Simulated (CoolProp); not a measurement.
Carbonyl sulfide along the isotherm 110.35 °C: fugacity coefficient from the reference equation and from simpler models built on Tc = 105.6 °C, pc = 6.369 MPa, ω = 0.098; each cubic takes its own stable root.

The numbers come from the reference Helmholtz-energy equation of state, Lemmon 2006 in CoolProp. It is a short technical equation, of lower accuracy than the large ones.

```tsv
p (MPa)	phase	reference	van der Waals	Redlich-Kwong	Soave-Redlich-Kwong	Peng-Robinson
0.0302	gas	0.9985	0.9986	0.9984	0.9984	0.9983
0.0456	gas	0.9977	0.9979	0.9976	0.9977	0.9974
0.0688	gas	0.9965	0.9969	0.9965	0.9965	0.9960
0.104	gas	0.9948	0.9953	0.9946	0.9946	0.9940
0.156	gas	0.9921	0.9929	0.9920	0.9920	0.9910
0.236	gas	0.9881	0.9893	0.9878	0.9879	0.9865
0.356	gas	0.9821	0.9839	0.9817	0.9817	0.9796
0.537	gas	0.9730	0.9758	0.9724	0.9725	0.9694
0.81	gas	0.9593	0.9635	0.9585	0.9586	0.9540
1.22	gas	0.9389	0.9451	0.9377	0.9379	0.9311
1.84	gas	0.9081	0.9173	0.9066	0.9068	0.8971
2.78	gas	0.8617	0.8752	0.8600	0.8603	0.8465
4.2	gas	0.7918	0.8111	0.7902	0.7907	0.7720
6.33	gas	0.6828	0.7093	0.6830	0.6839	0.6607
9.55	supercritical	0.5075	0.5430	0.5156	0.5171	0.4942
```
